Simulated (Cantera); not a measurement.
A perfectly stirred reactor is fed with 33.5 % H2, 14.0 % O2, 52.6 % N2, equivalence ratio 1.2, at 0.580 bar; it is adiabatic with a 350 K inlet, and is followed from long to short residence time, starting on the burning branch (τ in s: 0.022, 0.014, 0.0083, 0.0051, 0.0031, 0.0019, 0.0011, 0.0007, 0.00042, 0.00026, 0.00016, 9.5e-05, 5.8e-05).

Model: the H2/O2 subset of GRI-Mech 3.0, which has no nitrogen chemistry, integrated in Cantera.

x: mole fraction; the columns are a selection and need not sum to one.

| τ (s) | T (K) | x H2 | x O2 | x H2O2 | x H2O | x O |
|---|---|---|---|---|---|---|
| 0.022 | 2323 | 0.0665 | 0.00145 | 5.94e-8 | 0.310 | 0.000707 |
| 0.014 | 2299 | 0.0670 | 0.00189 | 6.98e-8 | 0.308 | 0.000931 |
| 0.0083 | 2264 | 0.0679 | 0.00258 | 8.49e-8 | 0.304 | 0.00130 |
| 0.0051 | 2221 | 0.0689 | 0.00344 | 1.04e-7 | 0.299 | 0.00178 |
| 0.0031 | 2168 | 0.0701 | 0.00457 | 1.30e-7 | 0.294 | 0.00243 |
| 0.0019 | 2106 | 0.0713 | 0.00591 | 1.67e-7 | 0.288 | 0.00323 |
| 0.0011 | 2025 | 0.0725 | 0.00769 | 2.32e-7 | 0.280 | 0.00430 |
| 0.00070 | 1950 | 0.0733 | 0.00936 | 3.17e-7 | 0.274 | 0.00530 |
| 0.00042 | 1857 | 0.0739 | ? | ? | 0.267 | ? |
| 0.00026 | 1764 | 0.0743 | 0.0137 | 7.06e-7 | 0.259 | 0.00755 |
| 0.00016 | 1665 | 0.0748 | 0.0163 | 1.07e-6 | 0.252 | 0.00847 |
| 9.5e-5 | 1554 | 0.0768 | ? | ? | 0.243 | 0.00910 |
| 5.8e-5 | 1444 | 0.0835 | 0.0257 | 2.20e-6 | 0.231 | 0.00914 |

### Question
Fill in the missing entries.

### Answer

- 0.00042, x O2: 0.0115
- 0.00042, x H2O2: 4.72e-7
- 0.00042, x O: 0.00648
- 9.5e-5, x O2: 0.0201
- 9.5e-5, x H2O2: 1.63e-6
